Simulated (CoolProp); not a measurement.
Carbon dioxide at several states: density (kg/m³) from the reference equation and from simpler models built on Tc = 31.0 °C, pc = 7377 kPa, ω = 0.224; each cubic takes its own stable root.

Computed with CoolProp (reference Helmholtz-energy equation of state, Span 1996).

| T (°C) | p (kPa) | phase | reference | ideal gas | Redlich-Kwong | Soave-Redlich-Kwong |
|---|---|---|---|---|---|---|
| 592.05 | 1010 | gas | 6.170 | 6.179 | 6.180 | 6.162 |
| 256.95 | 11000 | supercritical | (withheld) | 109.8 | (withheld) | (withheld) |
| 136.85 | 2270 | gas | (withheld) | 29.31 | (withheld) | (withheld) |
| 298.95 | 12.3 | gas | 0.1138 | 0.1138 | 0.1138 | 0.1138 |
| 325.15 | 20.1 | gas | 0.1778 | 0.1778 | 0.1778 | 0.1778 |

### Question
Fill in the missing entries.

### Answer

- 256.95, reference: 115.6
- 256.95, Redlich-Kwong: 118.3
- 256.95, Soave-Redlich-Kwong: 112.8
- 136.85, reference: 30.45
- 136.85, Redlich-Kwong: 30.61
- 136.85, Soave-Redlich-Kwong: 30.35
